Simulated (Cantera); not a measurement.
An isothermal, constant-pressure homogeneous reactor starts with NO : N2 = 1 : 8.7 (molar parts), at 2173 K and 1.00 atm. Integrator tolerance rtol = 1e-08.

Model: GRI-Mech 3.0 (53 species, 325 reactions), integrated in Cantera.

**Question.** What does this change do: pressure from 1.00 atm to 0.0592 atm?

**Answer.** 
| quantity | before | after |
|---|---|---|
| x(NO) at 5.00 s | 0.00625 (gas-phase equilibrium 0.00625) | 0.0104 (gas-phase equilibrium 0.00619) |
| x(NO2) at 5.00 s | 3.97e-6 (gas-phase equilibrium 3.97e-6) | 1.56e-6 (gas-phase equilibrium 9.51e-7) |
| x(N2O) at 5.00 s | 3.83e-7 (gas-phase equilibrium 3.83e-7) | 1.17e-7 (gas-phase equilibrium 9.25e-8) |
| x(O2) at 5.00 s | 0.0482 (gas-phase equilibrium 0.0482) | 0.0453 (gas-phase equilibrium 0.0474) |
| x(O) at 5.00 s | 0.000498 (gas-phase equilibrium 0.000498) | 0.00198 (gas-phase equilibrium 0.00203) |
| x(N2) at 5.00 s | 0.945 (gas-phase equilibrium 0.945) | 0.942 (gas-phase equilibrium 0.944) |

**Question.** What does this change do: temperature 2173 to 1850 K?

**Answer.** 
| quantity | before | after |
|---|---|---|
| x(NO) at 5.00 s | 0.00625 (gas-phase equilibrium 0.00625) | 0.0667 (gas-phase equilibrium 0.00264) |
| x(NO2) at 5.00 s | 3.97e-6 (gas-phase equilibrium 3.97e-6) | 4.55e-5 (gas-phase equilibrium 2.94e-6) |
| x(N2O) at 5.00 s | 3.83e-7 (gas-phase equilibrium 3.83e-7) | 2.02e-6 (gas-phase equilibrium 1.66e-7) |
| x(O2) at 5.00 s | 0.0482 (gas-phase equilibrium 0.0482) | 0.0181 (gas-phase equilibrium 0.0502) |
| x(O) at 5.00 s | 0.000498 (gas-phase equilibrium 0.000498) | 2.67e-5 (gas-phase equilibrium 4.32e-5) |
| x(N2) at 5.00 s | 0.945 (gas-phase equilibrium 0.945) | 0.915 (gas-phase equilibrium 0.947) |

**Question.** What does this change do: temperature 2173 to 1425 K?

**Answer.** 
```json
[
 {"quantity": "x(NO) at 5.00 s", "before": "0.00625 (gas-phase equilibrium 0.00625)", "after": "0.103 (gas-phase equilibrium 0.000453)"},
 {"quantity": "x(NO2) at 5.00 s", "before": "3.97e-6 (gas-phase equilibrium 3.97e-6)", "after": "3.72e-5 (gas-phase equilibrium 1.53e-6)"},
 {"quantity": "x(N2O) at 5.00 s", "before": "3.83e-7 (gas-phase equilibrium 3.83e-7)", "after": "3.34e-6 (gas-phase equilibrium 3.15e-8)"},
 {"quantity": "x(O2) at 5.00 s", "before": "0.0482 (gas-phase equilibrium 0.0482)", "after": "0.000158 (gas-phase equilibrium 0.0513)"},
 {"quantity": "x(O) at 5.00 s", "before": "0.000498 (gas-phase equilibrium 0.000498)", "after": "3.49e-8 (gas-phase equilibrium 3.14e-7)"},
 {"quantity": "x(N2) at 5.00 s", "before": "0.945 (gas-phase equilibrium 0.945)", "after": "0.897 (gas-phase equilibrium 0.948)"}
]
```
